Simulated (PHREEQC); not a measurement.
Dissolve 130 mmol/kgw ZnSO4, 15 mmol/kgw Na2SO4 and 0.078 mmol/kgw H2SO4 at 57 °C. Closed to the air; pH follows from the charge balance.

Equilibrium calculation in PHREEQC: ion-association model, wateq4f.dat.

The ionic strength comes out as 0.268 mol/kgw. What activity coefficients do HSO4-, Zn(SO4)2-2, NaSO4-, SO4-2, ZnOH+ get?

HSO4- 0.70, Zn(SO4)2-2 0.27, NaSO4- 0.72, SO4-2 0.24, ZnOH+ 0.72.

Precipitation was switched off in this run. Away from 25 °C the constants follow the database's enthalpies or fits; those with neither stay at their 25 °C values.
